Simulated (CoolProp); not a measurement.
A closed Brayton cycle with carbon dioxide: compressor inlet 319.15 K and 9.6 MPa, high pressure 32.9 MPa, turbine inlet 940 K, compressor efficiency 0.85, turbine efficiency 0.85, recuperator effectiveness 0.9 (on enthalpy, no pinch check). Each further row changes one setting.

Values from CoolProp's reference Helmholtz-energy equation of state, Span 1996.

```csv
case,thermal efficiency (%),net work (kJ/kg),compressor to turbine work,compressor exit (K),turbine exit (K)
as stated,37.3,124,0.29,391.7,789.4
turbine inlet 890 K,35.9,113,…,391.7,744.4
compressor inlet 329.15 K,35.6,110,0.37,…,789.4
high pressure 28 MPa,36.1,112,0.27,…,…
recuperator effectiveness 0.5,23.8,124,0.29,391.7,789.4
```

Question: Complete the blanks.

Answer: 
- turbine inlet 890 K, compressor to turbine work: 0.31
- compressor inlet 329.15 K, compressor exit (K): 425.3
- high pressure 28 MPa, compressor exit (K): 381.6
- high pressure 28 MPa, turbine exit (K): 808.4
